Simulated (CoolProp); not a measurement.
A closed Brayton cycle with carbon dioxide: compressor inlet 332.15 K and 9.3 MPa, high pressure 31.8 MPa, turbine inlet 625 K, compressor efficiency 0.85, turbine efficiency 0.93, recuperator effectiveness 0.95 (on enthalpy, no pinch check). Each further row changes one setting.

Computed with CoolProp (reference Helmholtz-energy equation of state, Span 1996).

```csv
case,thermal efficiency (%),net work (kJ/kg),compressor to turbine work,compressor exit (K),turbine exit (K)
as stated,22.7,46.3,0.60,434.6,495.4
turbine inlet 575 K,17.4,32.7,0.68,434.6,450.8
compressor inlet 342.15 K,19.7,38.3,0.67,453.1,495.4
high pressure 27 MPa,23.9,44.8,0.56,420.5,512.0
recuperator effectiveness 0.5,19.6,46.3,0.60,434.6,495.4
```
